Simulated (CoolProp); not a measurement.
Vapour-liquid equilibrium of n-heptane (1) + n-dodecane (2) at 0.299 MPa; x and y are mole fractions of (1).

Values from CoolProp's multi-fluid Helmholtz-energy mixture model, Span 2003 and Lemmon 2004; pair parameters Bell 2016.

Problem. Give the bubble temperature and the first vapour's composition at x = 0.45, 0.55, 0.85. Is there an azeotrope?

Solution. x = 0.45: 179.3 °C, y = 0.915; x = 0.55: 168.9 °C, y = 0.948; x = 0.85: 147.7 °C, y = 0.990. No azeotrope shows between x = 0.05 and 0.95.

The pair parameters rest on a limited set of measurements; away from them the model extrapolates.
